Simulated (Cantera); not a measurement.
Input: 1 mol Cr2O3, 0.92 mol H2, 3 mol H2O, held at 2198.15 K and 0.130 bar.

Cantera equilibrium calculation (NASA polynomials, part measured and part estimated; ideal gas, pure solids and liquids). Candidate condensed phases: Cr, Cr2O3, H2O; 13 gas species. Kinetics and transport are ignored.

Base state: H2O 0.757, H2 0.231, H 0.00744, OH 0.00339, CrO2 0.000168, CrO 0.000151, O2 0.000105, O 7.58e-5 (mole fractions); condensed: Cr2O3(s).

Task: What changes in the equilibrium state with this change: H2 from 0.92 to 56 mol?

Result: 
| species | before | after |
|---|---|---|
| H2 | 0.231 | 0.898 |
| H2O | 0.757 | 0.0719 |
| H | 0.00744 | 0.0146 |
| Cr | 5.58e-5 | 0.0146 |
| O2 | 0.000105 | 6.27e-8 |
| O | 7.58e-5 | 1.86e-6 |
| OH | 0.00339 | 0.000163 |
| CrO2 | 0.000168 | 2.62e-5 |
| CrO | 0.000151 | 0.000965 |
| Cr2O3(s), mol | 0.999 | 0.530 |

Task: What changes in the equilibrium state with this change: temperature from 2198.15 K to 1173.15 K?

Result: 
| species | before | after |
|---|---|---|
| H2O | 0.757 | 0.765 |
| H2 | 0.231 | 0.235 |
| H | 0.00744 | 1.59e-7 |
| OH | 0.00339 | 3.57e-9 |
| CrO2 | 0.000168 | <1e-9 |
| CrO | 0.000151 | <1e-9 |
| O2 | 0.000105 | <1e-9 |
| O | 7.58e-5 | <1e-9 |
| Cr | 5.58e-5 | <1e-9 |
| Cr2O3(s), mol | 0.999 | 1.00 |

Task: What changes in the equilibrium state with this change: pressure from 0.130 bar to 3.60 bar?

Result: 
```
species          before     after
-------------  --------  --------
H2O               0.757     0.764
H2                0.231     0.234
H               0.00744   0.00142
OH              0.00339  0.000645
CrO2           0.000168   6.05e-6
O2             0.000105   3.76e-6
O               7.58e-5   2.73e-6
CrO            0.000151   5.46e-6
Cr              5.58e-5   2.02e-6
Cr2O3(s), mol     0.999     1.000
```
